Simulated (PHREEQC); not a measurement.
Brine (model solution)

Consider water at 15 °C with 2.8 mol/kgw KCl and 5 mol/kgw KBr. Closed to the air; pH follows from the charge balance.

Computed with PHREEQC (Pitzer model, pitzer.dat).

- ionic strength: 7.80 mol/kgw
- activity of water: 0.739
- density: 1.401 g/cm³
- osmotic coefficient: 1.078

```csv
species,molality,activity,log γ
K+,7.80,5.00,-0.193
Br-,5.00,3.41,-0.166
Cl-,2.80,1.79,-0.194
OH-,3.43e-8,2.52e-8,-0.133
H+,3.43e-8,1.33e-7,0.588
```

No solid was allowed to form. Examples of supersaturated solids here: Sylvite. Others may be too. Complexes and solids missing from the database can't appear.
